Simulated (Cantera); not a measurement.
SiH₄ + N₂ (silicon nitride deposition)

Feed: 1 mol SiH₄, 52 mol N₂.

Equilibrium computed with Cantera from the NASA thermochemical tables; the gas is ideal and each condensed phase is pure. Candidate condensed phases: Si, Si₃N₄; 18 gas species. N₂ is the only nitrogen source here; it is nearly inert below about 1500 K, so the nitride shown seldom forms there in practice. Equilibrium is a limit: real reactors are often held back by kinetics, nucleation or transport.

Stable condensed phases:

```
T in K \ P in Pa
              5     21     85    350   1400   5900  24000 100000
   1798       A      B      B      B      C      C      C      C
   1748       A      B      B      B      C      C      C      C
   1698       B      B      B      C      C      C      C      C
   1648       B      B      C      C      C      C      C      C
   1598       B      B      C      C      C      C      C      C
   1548       B      C      C      C      C      C      C      C
   1498       C      C      C      C      C      C      C      C
   1448       C      C      C      C      C      C      C      C
   1398       C      C      C      C      C      C      C      C
   1348       C      C      C      C      C      C      C      C
   1298       C      C      C      C      C      C      C      C
   1248       C      C      C      C      C      C      C      C
   1198       C      C      C      C      C      C      C      C
```

A: gas only; B: Si; C: Si₃N₄.
